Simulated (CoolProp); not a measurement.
Values from CoolProp's reference Helmholtz-energy equation of state, Lemmon 2005.

Q: Give the vapour pressure (MPa), liquid density (kg/m³), vapour density (kg/m³), enthalpy of vaporisation (kJ/kg) of saturated R125 at 236.1, 243.9, 247.8 K.

A: 
```
T (K)  p (MPa)  liquid density (kg/m³)  vapour density (kg/m³)  enthalpy of vaporisation (kJ/kg)
-----  -------  ----------------------  ----------------------  --------------------------------
236.1    0.169                    1470                    11.0                               158
243.9    0.235                    1440                    15.1                               153
247.8    0.275                    1430                    17.5                               151
```
